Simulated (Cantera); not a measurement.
An isothermal, constant-pressure homogeneous reactor starts with 15.2 % NO, 84.8 % N₂, at 1850 K and 100.0 Torr.

Computed with Cantera and GRI-Mech 3.0 (53 species, 325 reactions).

x: mole fraction; the columns are a selection and need not sum to one.

```
t (s)      x NO      x O₂    x N₂O      x O   x N₂     x NO₂
--------  -----  --------  -------  -------  -----  --------
4.00e-5   0.152  1.23e-11  4.37e-8  4.37e-8  0.848  2.60e-10
0.000159  0.152  1.93e-10  1.73e-7  1.72e-7  0.848   3.99e-9
0.000633  0.152   3.00e-9  6.70e-7  6.61e-7  0.848   5.62e-8
0.00252   0.152   4.89e-8  2.40e-6  2.49e-6  0.848   6.13e-7
0.0100    0.151   1.19e-6  6.58e-6  1.02e-5  0.848   4.16e-6
0.0399    0.151   2.97e-5  9.48e-6  2.50e-5  0.849   1.11e-5
0.159     0.151  0.000200  9.50e-6  2.69e-5  0.849   1.20e-5
0.632     0.150       [?]  9.30e-6      [?]  0.849       [?]
2.51      0.144   0.00371  8.52e-6  4.15e-5  0.852   1.86e-5
10.0        [?]       [?]      [?]      [?]  0.864       [?]
```

Q: Complete the blanks.

A: 
- 0.632, x O₂: 0.000890
- 0.632, x O: 3.04e-5
- 0.632, x NO₂: 1.36e-5
- 10.0, x NO: 0.121
- 10.0, x O₂: 0.0150
- 10.0, x N₂O: 5.92e-6
- 10.0, x O: 6.97e-5
- 10.0, x NO₂: 2.76e-5
